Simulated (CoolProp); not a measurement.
Vapour-liquid equilibrium of CHF3 (R23) (1) + CH2F2 (R32) (2) at 0.0543 MPa; x and y are mole fractions of (1).

The numbers come from the multi-fluid Helmholtz-energy mixture model, Penoncello 2003 and Tillner-Roth 1997; pair parameters Bell 2016 in CoolProp.

Problem. Give the bubble temperature and the first vapour's composition at x = 0.05, 0.35, 0.65. Is there an azeotrope?

Solution. x = 0.05: -66.4 °C, y = 0.212; x = 0.35: -79.5 °C, y = 0.762; x = 0.65: -86.7 °C, y = 0.921. No azeotrope shows between x = 0.05 and 0.95.

Pair parameters are fitted to limited data, so mixtures are less certain than the pure fluids.
